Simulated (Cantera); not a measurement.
**Gas-phase reforming**

An isothermal, constant-pressure homogeneous reactor starts with 53.4 % CH4, 46.6 % CO2, at 1248 K and 0.260 bar.

Computed with Cantera and GRI-Mech 3.0 (53 species, 325 reactions).

| t (s) | x CH4 | x CO2 | x C2H4 | x CH2O | x HO2 |
|---|---|---|---|---|---|
| 0.000200 | 0.534 | 0.466 | <1e-12 | <1e-12 | <1e-12 |
| 0.000860 | 0.534 | 0.466 | 1.26e-11 | <1e-12 | <1e-12 |
| 0.00369 | 0.534 | 0.466 | 9.98e-10 | 1.60e-11 | <1e-12 |
| 0.0159 | 0.534 | 0.466 | 5.13e-8 | 7.91e-10 | <1e-12 |
| 0.0682 | 0.534 | 0.466 | 6.43e-7 | 8.55e-9 | <1e-12 |
| 0.293 | 0.534 | 0.466 | 5.69e-6 | 4.44e-8 | <1e-12 |
| 1.26 | 0.534 | 0.466 | 7.55e-5 | 1.46e-7 | <1e-12 |
| 5.41 | 0.531 | 0.465 | 0.000682 | 1.97e-7 | <1e-12 |
| 23.3 | 0.519 | 0.461 | 0.00151 | 1.77e-7 | <1e-12 |
| 100 | 0.473 | 0.436 | 0.00240 | 1.35e-7 | <1e-12 |
x: mole fraction; the columns are a selection and need not sum to one.

Equilibrium at this temperature and pressure: CH4 0.0342, CO2 1.15e-5, C2H4 0.000226, CH2O 2.90e-8, HO2 <1e-12 (gas phase only).
